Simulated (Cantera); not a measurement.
Input: 1 mol Si, a varied amount of NF₃, 53 mol H₂, held at 827 °C and 4300 Pa.

Equilibrium computed with Cantera from the NASA thermochemical tables; the gas is ideal and each condensed phase is pure. Candidate condensed phases: Si, Si₃N₄; 37 gas species. Mutual solubility and eutectic melting of coexisting phases are not modelled. The numbers say what is thermodynamically allowed, not how fast it happens.

Q: Which condensed phases are stable at each of these points (n(NF₃) (mol)): 0.56, 0.87, 1.2, 1.5, 1.8, 2.1, 2.4, 2.7, 3, 3.3, 3.6, 3.9, 4.3?

A: 
```tsv
n(NF₃) (mol)	condensed phases	Si condensed (%)
0.56	Si(s) + Si₃N₄(s)	56.0
0.87	Si₃N₄(s)	35.0
1.2	Si₃N₄(s)	10.4
1.5	gas only	0.0
1.8	gas only	0.0
2.1	gas only	0.0
2.4	gas only	0.0
2.7	gas only	0.0
3	gas only	0.0
3.3	gas only	0.0
3.6	gas only	0.0
3.9	gas only	0.0
4.3	gas only	0.0
```

At 0.56 mol NF₃ the condensed part is Si(s) + Si₃N₄(s). From 0.87 mol NF₃ to 1.2 mol NF₃ the condensed part is Si₃N₄(s). From 1.5 mol NF₃ to 4.3 mol NF₃ nothing is condensed.
